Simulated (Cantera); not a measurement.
A closed system holds: 1 mol Si₃N₄, 0.071 mol CO₂, 8.8 mol H₂, at 1373.15 K and 1.80 Pa.

These are equilibrium values from Cantera (NASA tables, ideal gas, pure condensed phases), not measurements of a reactor. Candidate condensed phases: C, C₆H₆, C₇H₈, C₈H₁₈, H₂O, Si, SiC, SiO₂, Si₂N₂O, Si₃N₄; 151 gas species. Mutual solubility and eutectic melting of coexisting phases are not modelled. Kinetics and transport are ignored.

Base state: H₂ 0.826, N₂ 0.171, SiO 0.00164, H 0.000715, CO 2.70e-5, Si 2.16e-5 (mole fractions); condensed: Si(s) + SiC(s) + Si₂N₂O(s) + Si₃N₄(s).

Q: What changes in the equilibrium state with this change: pressure from 1.80 Pa to 10.0 mbar?

A: 
```json
[
 {"species": "H₂", "before": "0.826", "after": "0.989"},
 {"species": "N₂", "before": "0.171", "after": "0.0106"},
 {"species": "H", "before": "0.000715", "after": "3.32e-5"},
 {"species": "SiO", "before": "0.00164", "after": "9.09e-7"},
 {"species": "Si", "before": "2.16e-5", "after": "3.68e-9"},
 {"species": "CO", "before": "2.70e-5", "after": "1.68e-6"},
 {"species": "Si(s), mol", "before": "2.58", "after": "0"},
 {"species": "SiC(s), mol", "before": "0.0707", "after": "0.0709"},
 {"species": "Si₂N₂O(s), mol", "before": "0.124", "after": "0.142"},
 {"species": "Si₃N₄(s), mol", "before": "0.0262", "after": "0.882"}
]
```
